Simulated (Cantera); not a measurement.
A counterflow diffusion flame at 760 Torr, nozzles 20 mm apart: fuel side CH₄ : CO : N₂ = 1 : 0.12 : 0.39 (molar parts) at 375 K, oxidiser side O₂ : N₂ = 0.23 : 0.77 (molar parts) at 625 K, fuel mass flux 0.97 times the oxidiser's; mixture-averaged transport, no radiation.

Cantera simulation using GRI-Mech 3.0 (53 species, 325 reactions); the numbers are that mechanism's predictions, not measurements. GRI-Mech 3.0 has no aromatics or soot, which form on the fuel side of real flames. The maximum strain rate includes the flame's own expansion and is several times the mean.

x: mole fraction; the columns are a selection and need not sum to one.

```
oxidiser flux (kg/m²/s)  max strain (1/s)  mean strain (1/s)  T max (K)  peak x OH  peak x H  peak x NO  peak x CO  peak x C₂H₂
-----------------------  ----------------  -----------------  ---------  ---------  --------  ---------  ---------  -----------
0.25                                  198               40.7       2206    0.00992   0.00471   0.000374     0.0800       0.0135
0.34                                    …               55.4       2192    0.00995   0.00493   0.000348     0.0800       0.0128
0.47                                  349               76.6       2178    0.00993   0.00515   0.000320     0.0800       0.0122
0.64                                    …                104       2164    0.00987   0.00536          …     0.0799       0.0116
0.87                                  614                142       2151    0.00981   0.00557   0.000264     0.0799       0.0111
1.2                                   827                196       2135    0.00967   0.00575   0.000230     0.0799       0.0104
1.6                                  1080                261       2118    0.00946   0.00588   0.000198     0.0799      0.00972
2.2                                  1460                358       2096    0.00912   0.00594   0.000160     0.0799      0.00885
3                                    1950                489       2071    0.00866   0.00590   0.000122     0.0799      0.00782
```

Question: Fill in the missing entries.

Answer: 
- 0.34, max strain (1/s): 260
- 0.64, max strain (1/s): 462
- 0.64, peak x NO: 0.000292
